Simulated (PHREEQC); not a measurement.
Consider water at 25 °C with 0.19 mol/kgw HF, 0.00054 mol/kgw (CH3)4NF and 0.015 mol/kgw H2SiF6. Closed to the air; pH follows from the charge balance.

Computed with PHREEQC (ion-association model, phreeqc.dat).

```
quantity                   before    after
------------------------  -------  -------
pH                           1.50     1.56
ionic strength (mol/kgw)   0.0529   0.0485
HF (mol/kgw)                0.179    0.186
F- (mol/kgw)              0.00471  0.00192
HF2- (mol/kgw)            0.00324  0.00153
SI of Quartz (SiO2)         -7.86    -4.09
```

Question: Name the change that produced these shifts.
A. 0.052 mol/kgw HBr added
B. temperature from 25 to 80 °C
C. diluted 100-fold with water
D. HF from 0.19 to 0.019 mol/kgw
E. diluted 10-fold with water

Answer: B, temperature from 25 to 80 °C

Precipitation was switched off in this run. (CH3)4N+ isn't in the database: it is added as a free cation with an ion size of 4 Å. Away from 25 °C the constants follow the database's enthalpies or fits; those with neither stay at their 25 °C values. SiF6-2 is the database's only silicon fluoride.
